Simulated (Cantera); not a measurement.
Feed: 1 mol SiH₂Cl₂, 0.12 mol C₂H₄, 190 mol H₂, held at 0.0960 bar.

Method: chemical equilibrium by Gibbs-energy minimisation in Cantera with the NASA 1993 tables (ideal gas, pure condensed phases). Candidate condensed phases: C, C₆H₆, C₇H₈, C₈H₁₈, Si, SiC; 109 gas species. Mutual solubility and eutectic melting of coexisting phases are not modelled. The tables' values for SiCl, SiCl₃ are old estimates; treat these amounts as uncertain. Gases not in the tables: Si₂H₆ and higher silanes. Equilibrium is a limit: real reactors are often held back by kinetics, nucleation or transport.

x: gas mole fraction; n: condensed amount in mol.

```
T (°C)   x H₂    x HCl         x H        x Si     x SiCl₂    x SiHCl₃  n Si(s)  n SiC(s)  n Si(l)
------  -----  -------  ----------  ----------  ----------  ----------  -------  --------  -------
825     0.991  0.00873     7.95e-8      <1e-12    0.000156    0.000214    0.649     0.239        0
925     0.990  0.00968  (withheld)  (withheld)  (withheld)  (withheld)    0.700     0.240        0
1025    0.990  0.00981     3.44e-6    4.23e-10    0.000259     8.39e-6    0.706     0.240        0
1125    0.990  0.00981     1.52e-5     8.12e-9    0.000286     2.06e-6    0.703     0.240        0
1225    0.990  0.00977     5.52e-5     1.05e-7    0.000309     6.07e-7    0.700     0.240        0
1325    0.990  0.00973    0.000171     9.74e-7    0.000330     2.08e-7    0.695     0.240        0
1425    0.989  0.00971    0.000464     6.84e-6    0.000342     8.02e-8        0     0.240    0.689
1525    0.989  0.00978  (withheld)  (withheld)  (withheld)  (withheld)        0     0.240    0.687
1625    0.987  0.00982     0.00251    0.000128    0.000265     1.20e-8        0     0.239    0.663
1725    0.984  0.00982     0.00514    0.000443    0.000235     5.32e-9        0     0.236    0.580
```

Fill in the missing entries.


- 1525, x H: 0.00113
- 1525, x Si: 3.21e-5
- 1525, x SiCl₂: 0.000300
- 1525, x SiHCl₃: 2.95e-8
- 925, x H: 6.10e-7
- 925, x Si: 1.34e-11
- 925, x SiCl₂: 0.000223
- 925, x SiHCl₃: 4.16e-5
